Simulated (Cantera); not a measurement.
A perfectly stirred reactor is fed with H2 : O2 : N2 = 0.57 : 1 : 2 (molar parts), at 0.132 atm; it is held at 925 K, and followed from long to short residence time.

Detailed kinetics in Cantera: the H2/O2 subset of GRI-Mech 3.0, which has no nitrogen chemistry. Radical loss at walls, strong at low pressure, is not modelled. Below about 950 K walls govern HO2 and H2O2 in real vessels. The temperature is held fixed by assumption; the heat of reaction is taken as removed at once.

Q: What does this change do: H2 0.57 to 2.2 parts?

A: 
| quantity | before | after |
|---|---|---|
| x(H2) at τ = 1.80 s | 0.00244 | 0.0497 |
| x(O2) at τ = 1.80 s | 0.219 | 0.00130 |
| x(HO2) at τ = 1.80 s | 2.11e-5 | 8.40e-7 |
| x(OH) at τ = 1.80 s | 2.08e-5 | 1.31e-5 |
| x(H2O) at τ = 1.80 s | 0.171 | 0.473 |
| x(H2) at τ = 33.0 ms | 0.0132 | 0.0718 |
| x(O2) at τ = 33.0 ms | 0.223 | 0.0136 |
| x(HO2) at τ = 33.0 ms | 4.40e-5 | 8.21e-6 |
| x(OH) at τ = 33.0 ms | 0.000198 | 0.000140 |
| x(H2O) at τ = 33.0 ms | 0.159 | 0.441 |
